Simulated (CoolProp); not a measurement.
Saturation properties of sulfur dioxide.

Model: reference Helmholtz-energy equation of state, Gao 2016, in CoolProp.

| T (K) | p (MPa) | liquid density (kg/m³) | vapour density (kg/m³) | enthalpy of vaporisation (kJ/kg) | liquid cp (kJ/(kg K)) | surface tension (mN/m) |
|---|---|---|---|---|---|---|
| 223.3 | 0.01167 | 1563 | 0.4050 | 423.2 | 1.365 | 36.4 |
| 237.9 | 0.02846 | 1527 | 0.9323 | 411.2 | 1.359 | 33.5 |
| 252.5 | 0.06153 | 1489 | 1.915 | 398.8 | 1.358 | 30.6 |
| 267.1 | 0.1206 | 1451 | 3.591 | 386.0 | 1.363 | 27.7 |
| 281.6 | 0.2171 | 1413 | 6.231 | 372.7 | 1.373 | 24.9 |
| 296.2 | 0.3672 | 1372 | 10.23 | 358.4 | 1.390 | 22.0 |
| 310.8 | 0.5871 | 1330 | 16.00 | 343.0 | 1.414 | 19.2 |
| 325.4 | 0.8956 | 1286 | 24.08 | 326.3 | 1.448 | 16.4 |
| 339.9 | 1.309 | 1239 | 35.08 | 308.0 | 1.495 | 13.7 |
| 354.5 | 1.856 | 1188 | 50.09 | 287.4 | 1.563 | 10.9 |
| 369.1 | 2.556 | 1130 | 70.46 | 264.0 | 1.664 | 8.24 |

It boils at 263.1 K under 1 atm.

Surface tension comes from a separate correlation (Mulero 2012).
